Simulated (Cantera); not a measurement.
An adiabatic, constant-pressure homogeneous reactor starts with CH₃OH : O₂ : N₂ = 1 : 0.75 : 9 (molar parts), at 1500 K and 10500 Torr.

Cantera simulation using GRI-Mech 3.0 (53 species, 325 reactions); the numbers are that mechanism's predictions, not measurements. GRI-Mech 3.0 was tuned for natural gas; its chemistry of methanol as a main component is partial and can be far from experiment. The pressure lies above the range GRI-Mech 3.0 was tuned for (to about 10 atm).

### Question
Predict: time of steepest temperature rise; temperature at 0.100 s; equilibrium temperature; x(O₂) at 0.100 s; x(H) at 0.100 s; x(NO) at 0.100 s.

### Answer
| Item | Result |
|---|---|
| time of steepest temperature rise | 30.6 µs |
| temperature at 0.100 s | 2118 K |
| equilibrium temperature | 2118 K |
| x(O₂) at 0.100 s | 8.99e-8 (gas-phase equilibrium 8.99e-8) |
| x(H) at 0.100 s | 0.000234 (gas-phase equilibrium 0.000234) |
| x(NO) at 0.100 s | 6.37e-6 (gas-phase equilibrium 6.66e-6) |
